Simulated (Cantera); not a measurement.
Feed: 1 mol Si, 3.5 mol N2O, 340 mol H2, 0.0048 mol CH4, at 0.660 Torr.

Method: chemical equilibrium by Gibbs-energy minimisation in Cantera with the NASA 1993 tables (ideal gas, pure condensed phases). Candidate condensed phases: C, C6H6, C7H8, C8H18, H2O, Si, SiC, SiO2, Si2N2O, Si3N4; 151 gas species. The tables hold silica as quartz up to 1696 K and as liquid above; real silica turns to tridymite and cristobalite and melts near 1996 K. Equilibrium is a limit: real reactors are often held back by kinetics, nucleation or transport.

Question: Which condensed phases are stable at each of these points (T (K)): 1548, 1598, 1648, 1698, 1748, 1798, 1848, 1898, 1948, 1998, 2048, 2098, 2148?

Answer: 
```json
[
 {"T (K)": "1548", "condensed phases": "SiO2(β-quartz)", "Si condensed (%)": "55.3"},
 {"T (K)": "1598", "condensed phases": "gas only", "Si condensed (%)": "0.0"},
 {"T (K)": "1648", "condensed phases": "gas only", "Si condensed (%)": "0.0"},
 {"T (K)": "1698", "condensed phases": "gas only", "Si condensed (%)": "0.0"},
 {"T (K)": "1748", "condensed phases": "gas only", "Si condensed (%)": "0.0"},
 {"T (K)": "1798", "condensed phases": "gas only", "Si condensed (%)": "0.0"},
 {"T (K)": "1848", "condensed phases": "gas only", "Si condensed (%)": "0.0"},
 {"T (K)": "1898", "condensed phases": "gas only", "Si condensed (%)": "0.0"},
 {"T (K)": "1948", "condensed phases": "gas only", "Si condensed (%)": "0.0"},
 {"T (K)": "1998", "condensed phases": "gas only", "Si condensed (%)": "0.0"},
 {"T (K)": "2048", "condensed phases": "gas only", "Si condensed (%)": "0.0"},
 {"T (K)": "2098", "condensed phases": "gas only", "Si condensed (%)": "0.0"},
 {"T (K)": "2148", "condensed phases": "gas only", "Si condensed (%)": "0.0"}
]
```

At 1548 K the condensed part is SiO2(β-quartz). From 1598 K to 2148 K nothing is condensed.
